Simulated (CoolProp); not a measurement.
R407C along the isotherm 384.6 K: density (kg/m³) from the reference equation and from simpler models built on Tc = 359.3 K, pc = 46.32 bar, ω = 0.363; each cubic takes its own stable root.

Model: reference Helmholtz-energy equation of state, Lemmon 2003, in CoolProp. It is a pseudo-pure fit of the blend.

| p (bar) | phase | reference | ideal gas | van der Waals | Redlich-Kwong | Soave-Redlich-Kwong | Peng-Robinson |
|---|---|---|---|---|---|---|---|
| 2.57 | gas | 7.041 | 6.928 | 7.027 | 7.038 | 7.033 | 7.047 |
| 5.15 | gas | 14.35 | 13.88 | 14.29 | 14.34 | 14.31 | 14.37 |
| 7.72 | gas | 21.89 | 20.81 | 21.76 | 21.86 | 21.80 | 21.94 |
| 10.3 | gas | 29.73 | 27.77 | 29.50 | 29.68 | 29.57 | 29.82 |
| 12.9 | gas | 37.95 | 34.78 | 37.57 | 37.87 | 37.69 | 38.08 |
| 15.4 | gas | 46.17 | 41.51 | 45.62 | 46.05 | 45.77 | 46.35 |
| 18 | gas | 55.08 | 48.52 | 54.32 | 54.91 | 54.50 | 55.32 |
| 20.6 | gas | 64.40 | 55.53 | 63.39 | 64.17 | 63.60 | 64.70 |
| 23.2 | gas | 74.18 | 62.54 | 72.88 | 73.87 | 73.09 | 74.53 |
